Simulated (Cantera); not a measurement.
Charge: 1 mol HMDSO, 20 mol CO2, held at 143 Torr.

Equilibrium computed with Cantera from the NASA thermochemical tables; the gas is ideal and each condensed phase is pure. Candidate condensed phases: C, C6H6, C7H8, C8H18, H2O, Si, SiC, SiO2; 123 gas species. The feed counts by its element totals alone. The tables hold silica as quartz up to 1696 K and as liquid above; real silica turns to tridymite and cristobalite and melts near 1996 K. Gases not in the tables: Si(OH)4. Kinetics and transport are ignored.

**Question.** Which condensed phases are stable at each of these points (T (°C)): 277, 377, 477, 577, 677, 777, 877, 977, 1077?

**Answer.** 
```csv
T (°C),condensed phases,Si condensed (%)
277,C(graphite) + SiO2(α-quartz),100.0
377,C(graphite) + SiO2(α-quartz),100.0
477,C(graphite) + SiO2(α-quartz),100.0
577,C(graphite) + SiO2(β-quartz),100.0
677,SiO2(β-quartz),100.0
777,SiO2(β-quartz),100.0
877,SiO2(β-quartz),100.0
977,SiO2(β-quartz),100.0
1077,SiO2(β-quartz),100.0
```

From 277 °C to 477 °C the condensed part is C(graphite) + SiO2(α-quartz). At 577 °C the condensed part is C(graphite) + SiO2(β-quartz). From 677 °C to 1077 °C the condensed part is SiO2(β-quartz).
